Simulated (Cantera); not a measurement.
What does this Cantera script print?

```python
import numpy as np
import cantera as ct

gas = ct.Solution("SiF4_NH3_mec.yaml", "gas")
gas.TPX = 1800, 46000, {'NH3': 1, 'N2': 8.9}
reactor = ct.IdealGasConstPressureReactor(gas, energy="off", clone=False)
net = ct.ReactorNet([reactor])
net.rtol, net.atol = 1e-08, 1e-18
show = ['NH3', 'H2', 'N2H4', 'NH2', 'N2', 'N']
times = np.geomspace(1e-05, 4, 13)

steps = ct.SolutionArray(gas, extra=["t"])
rows = []
print(f"{'t/s':>10s}{'T/K':>9s}{'P/Pa':>11s}" + "".join(f"{s:>11s}" for s in show))
for t in times:
    while net.time < t:
        t_next = net.step()
        steps.append(gas.state, t=t_next)
    rows.append([np.interp(t, steps.t, y) for y in (steps.T, steps.P, *steps(*show).X.T)])
    print(f"{t:10.3e}{rows[-1][0]:9.1f}{rows[-1][1]:11.4g}" + "".join(f"{x:11.3e}" for x in rows[-1][2:]))
rate = np.gradient(steps.T, steps.t)
print("integrator steps:", len(steps.t))
if steps.T.max() > steps.T[0] + 200:
    print(f"time of steepest temperature rise: {steps.t[rate.argmax()]:.4e} s")
gas.TPX = 1800, 46000, {'NH3': 1, 'N2': 8.9}
gas.equilibrate("TP")
print(f"equilibrium (TP): T = {gas.T:.1f} K  " + "  ".join(f"{s} {gas[s].X[0]:.3e}" for s in show))
```

It prints:

```
       t/s      T/K       P/Pa        NH3         H2       N2H4        NH2         N2          N
 1.000e-05   1800.0    4.6e+04  1.010e-01  3.719e-07  7.127e-13  8.065e-07  8.990e-01  1.110e-15
 2.930e-05   1800.0    4.6e+04  1.010e-01  1.211e-06  7.620e-12  2.483e-06  8.990e-01  3.767e-14
 8.584e-05   1800.0    4.6e+04  1.010e-01  3.673e-06  7.013e-11  7.390e-06  8.990e-01  1.252e-12
 2.515e-04   1800.0    4.6e+04  1.010e-01  1.103e-05  6.112e-10  2.168e-05  8.990e-01  3.843e-11
 7.368e-04   1800.0    4.6e+04  1.009e-01  3.695e-05  4.985e-09  6.179e-05  8.990e-01  4.253e-10
 2.159e-03   1800.0    4.6e+04  1.008e-01  1.926e-04  2.417e-08  1.360e-04  8.989e-01  1.978e-09
 6.325e-03   1800.0    4.6e+04  1.002e-01  9.487e-04  3.121e-08  1.545e-04  8.987e-01  6.521e-09
 1.853e-02   1800.0    4.6e+04  9.853e-02  3.235e-03  2.727e-08  1.444e-04  8.981e-01  2.033e-08
 5.429e-02   1800.0    4.6e+04  9.380e-02  9.701e-03  2.124e-08  1.274e-04  8.964e-01  5.790e-08
 1.591e-01   1800.0    4.6e+04  8.142e-02  2.658e-02  1.457e-08  1.056e-04  8.919e-01  1.146e-07
 4.660e-01   1800.0    4.6e+04  5.530e-02  6.218e-02  7.537e-09  7.592e-05  8.824e-01  1.508e-07
 1.365e+00   1800.0    4.6e+04  2.127e-02  1.086e-01  1.800e-09  3.711e-05  8.701e-01  1.454e-07
 4.000e+00   1800.0    4.6e+04  3.109e-03  1.333e-01  9.605e-11  8.576e-06  8.635e-01  9.002e-08
integrator steps: 1240
equilibrium (TP): T = 1800.0 K  NH3 6.306e-07  H2 1.375e-01  N2H4 7.650e-18  NH2 2.417e-09  N2 8.623e-01  N 4.988e-11
```

Cantera simulation using the gas-phase N/H chemistry of the illustrative SiF4/NH3 mechanism in the Surface Chemkin manual (1991); the numbers are that mechanism's predictions, not measurements. Walls and surfaces, which speed up NH3 decomposition in real reactors, are not modelled.
